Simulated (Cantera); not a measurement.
Input (Python, Cantera) and output of one run.

```python
import numpy as np
import cantera as ct

gas_names = """
    O3
""".split()
cond_names = """
    V2O4(I) V2O4(II) V2O4(L) V2O3(s) V2O3(L)
""".split()


# ... load() reads the species with a 1 bar reference pressure and builds the phases ...
species = {s.name: s for s in load("nasa_gas.yaml", gas_names) + load("nasa_condensed.yaml", cond_names)}
# Each term lists the table entries of one substance; the one whose range holds T is used.
reactions = {
    '3 V2O4 = O3(g) + 3 V2O3':
        [(-3, ['V2O4(I)', 'V2O4(II)', 'V2O4(L)']), (1, ['O3']), (3, ['V2O3(s)', 'V2O3(L)'])],
}


def pick(names, T):
    return next(species[n] for n in names if species[n].thermo.min_temp <= T <= species[n].thermo.max_temp)


results = []
for label, terms in reactions.items():
    print(label)
    print("     T/K   dH/kJ  dS/(J/K)   dG/kJ   log10 K")
    for T in [300, 2323, 2348, 2373, 2398, 2423, 2448, 2473, 2498, 2523]:
        used = [(nu, pick(names, T)) for nu, names in terms]
        dH = sum(nu * s.thermo.h(T) for nu, s in used) / 1e6
        dS = sum(nu * s.thermo.s(T) for nu, s in used) / 1e3
        dG = dH - T * dS / 1e3
        logK = -dG * 1e6 / (ct.gas_constant * T * np.log(10))
        results.append((label, T, dH, dS, dG, logK, [s.name for _, s in used]))
        print(f"{T:8g} {dH:8.1f} {dS:8.1f} {dG:8.1f} {logK:8.2f}")
```

It prints:

```
3 V2O4 = O3(g) + 3 V2O3
     T/K   dH/kJ  dS/(J/K)   dG/kJ   log10 K
     300    767.0    223.0    700.1  -121.90
    2323    369.3    -67.6    526.2   -11.83
    2348    719.6     82.2    526.7   -11.72
    2373    717.3     81.2    524.6   -11.55
    2398    715.0     80.2    522.6   -11.38
    2423    712.7     79.3    520.6   -11.22
    2448    710.5     78.4    518.6   -11.07
    2473    708.2     77.4    516.7   -10.91
    2498    706.0     76.5    514.8   -10.76
    2523    703.8     75.7    512.9   -10.62
```

Standard-state values (1 bar) from the NASA 1993 polynomials, evaluated with Cantera. Condensed species are held in their standard states even where they would react or evaporate.
